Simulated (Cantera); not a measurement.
An adiabatic, constant-volume homogeneous reactor starts with C3H8 : O2 : N2 : CO2 = 1 : 2.63 : 9.89 : 1.1 (molar parts), equivalence ratio 1.9, at 1225 K and 0.642 atm.

Model: GRI-Mech 3.0 (53 species, 325 reactions), integrated in Cantera. GRI-Mech 3.0 was tuned for natural gas; its chemistry of propane as a main component is partial and can be far from experiment.

One state of this run: T (K) = 2587; P (bar) = 1.70; x C3H8 = <1e-12; x O2 = 0.000133; x CO2 = 0.0468; x HO2 = 9.38e-8; x H = 0.00797. x: mole fraction; the columns are a selection and need not sum to one.

Question: Which value of t (s) does it belong to?
(A) 0.00278
(B) 8.31e-5
(C) 0.00896
(D) 2.58e-5

Answer: C, 0.00896
